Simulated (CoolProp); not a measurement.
Saturation properties of R125 (Tc = 339.2 K, pc = 3618 kPa, ω = 0.305).

Values from CoolProp's reference Helmholtz-energy equation of state, Lemmon 2005.

```json
[
 {"T (K)": "255.5", "p (kPa)": "368.0", "vapour density (kg/m³)": "23.21", "enthalpy of vaporisation (kJ/kg)": "145.9", "liquid cp (kJ/(kg K))": "1.191"},
 {"T (K)": "261.9", "p (kPa)": "462.2", "vapour density (kg/m³)": "29.01", "enthalpy of vaporisation (kJ/kg)": "141.5", "liquid cp (kJ/(kg K))": "1.212"},
 {"T (K)": "268.2", "p (kPa)": "571.7", "vapour density (kg/m³)": "35.83", "enthalpy of vaporisation (kJ/kg)": "136.9", "liquid cp (kJ/(kg K))": "1.235"},
 {"T (K)": "274.6", "p (kPa)": "701.8", "vapour density (kg/m³)": "44.06", "enthalpy of vaporisation (kJ/kg)": "132.0", "liquid cp (kJ/(kg K))": "1.261"},
 {"T (K)": "280.9", "p (kPa)": "850.4", "vapour density (kg/m³)": "53.70", "enthalpy of vaporisation (kJ/kg)": "126.8", "liquid cp (kJ/(kg K))": "1.291"},
 {"T (K)": "287.3", "p (kPa)": "1024", "vapour density (kg/m³)": "65.35", "enthalpy of vaporisation (kJ/kg)": "121.2", "liquid cp (kJ/(kg K))": "1.327"},
 {"T (K)": "293.6", "p (kPa)": "1220", "vapour density (kg/m³)": "79.03", "enthalpy of vaporisation (kJ/kg)": "115.1", "liquid cp (kJ/(kg K))": "1.370"},
 {"T (K)": "299.9", "p (kPa)": "1443", "vapour density (kg/m³)": "95.42", "enthalpy of vaporisation (kJ/kg)": "108.5", "liquid cp (kJ/(kg K))": "1.424"},
 {"T (K)": "306.3", "p (kPa)": "1698", "vapour density (kg/m³)": "115.6", "enthalpy of vaporisation (kJ/kg)": "101.0", "liquid cp (kJ/(kg K))": "1.496"},
 {"T (K)": "312.6", "p (kPa)": "1982", "vapour density (kg/m³)": "140.1", "enthalpy of vaporisation (kJ/kg)": "92.80", "liquid cp (kJ/(kg K))": "1.595"},
 {"T (K)": "319", "p (kPa)": "2306", "vapour density (kg/m³)": "171.6", "enthalpy of vaporisation (kJ/kg)": "83.15", "liquid cp (kJ/(kg K))": "1.750"}
]
```

It boils at 225.1 K under 1 atm.
